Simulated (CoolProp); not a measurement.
A single-stage vapour-compression cycle with the fluid: evaporating at 241.15 K (dew point), condensing at 302.15 K (bubble point), superheat 0 K, subcooling 0 K, compressor efficiency 0.9, no pressure losses. The same conditions are run with several fluids, on thermodynamics alone (safety and materials aside).

Values from CoolProp's reference Helmholtz-energy equation of state of each fluid (C3F8 (R218): Lemmon 2006; R134a: Tillner-Roth 1994; R125: Lemmon 2005; vinyl chloride: Thol 2022; propane: Lemmon 2009; hydrogen chloride: Thol 2018).

Problem. Rank C3F8 (R218), R134a, R125, vinyl chloride, propane, hydrogen chloride by cooling COP, highest first.

Solution. vinyl chloride (2.89), R134a (2.64), propane (2.62), hydrogen chloride (2.29), R125 (2.22), C3F8 (R218) (1.76)

```tsv
fluid	pressure ratio	discharge temperature (K)	refrigerating effect (kJ/kg)	volumetric capacity (kJ/m³)
C3F8 (R218)	7.71	302.2	37.8	473
R134a	9.76	319.0	139	561
R125	7.28	308.7	78.0	1060
vinyl chloride	9.85	359.1	278	398
propane	6.79	318.4	262	940
hydrogen chloride	5.13	393.4	249	5290
```

The compression ends wet for: C3F8 (R218).
